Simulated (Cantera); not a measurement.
# Premixed flame

A freely propagating, adiabatic, planar premixed flame of CH4 : CO : O2 : N2 = 1 : 0.4 : 1.83 : 6.89 (molar parts), equivalence ratio 1.2, unburnt at 450 K and 7050 Torr; unity-Lewis-number transport, grid criteria slope 0.08 and curve 0.16, no radiation.

Detailed kinetics in Cantera: GRI-Mech 3.0 (53 species, 325 reactions). Unity Lewis numbers drop preferential diffusion, which matters most where H2 and H carry the flame. Burning velocities carry a grid error of a few per cent, more on coarse grids.

| z (mm) | T (K) | u (m/s) | x CH4 | x CO | x O2 | x NO | x C2H | x H2O |
|---|---|---|---|---|---|---|---|---|
| -0.320 | 452 | 0.211 | 0.0987 | 0.0396 | 0.181 | 1.47e-8 | <1e-8 | 0.000163 |
| -0.214 | 462 | 0.215 | 0.0982 | 0.0397 | 0.180 | 9.83e-8 | <1e-8 | 0.00102 |
| -0.160 | 497 | 0.232 | 0.0963 | 0.0402 | 0.177 | 4.68e-7 | <1e-8 | 0.00412 |
| -0.107 | 674 | 0.315 | 0.0864 | 0.0429 | 0.161 | 3.61e-6 | <1e-8 | 0.0200 |
| -0.0534 | 1226 | 0.578 | 0.0525 | 0.0522 | 0.106 | 2.64e-5 | <1e-8 | 0.0747 |
| -0.0267 | 1656 | 0.787 | 0.0248 | 0.0600 | 0.0607 | 5.23e-5 | 1.02e-8 | 0.120 |
| 0 | 2056 | 0.984 | 0.00287 | 0.0647 | 0.0175 | 8.43e-5 | 6.42e-7 | 0.160 |
| 0.0267 | 2191 | 1.05 | 4.59e-5 | 0.0584 | 0.00358 | 0.000118 | 1.31e-7 | 0.169 |
| 0.0534 | 2230 | 1.06 | 1.09e-6 | 0.0548 | 0.00138 | 0.000131 | <1e-8 | 0.171 |
| 0.107 | 2259 | 1.07 | 1.12e-8 | 0.0531 | 0.000443 | 0.000138 | <1e-8 | 0.172 |
| 0.214 | 2274 | 1.08 | <1e-8 | 0.0526 | 0.000116 | 0.000140 | <1e-8 | 0.173 |
| 0.427 | 2279 | 1.08 | <1e-8 | 0.0524 | 4.08e-5 | 0.000141 | <1e-8 | 0.174 |
| 0.855 | 2280 | 1.08 | <1e-8 | 0.0524 | 2.97e-5 | 0.000142 | <1e-8 | 0.174 |
x: mole fraction of selected species; z is measured from the peak of heat release.

| Quantity | Result |
|---|---|
| laminar burning velocity | 21.0 cm/s |
| thermal thickness | 0.107 mm |
| peak x(C2H) | 7.34e-7 |
| grid points | 144 |
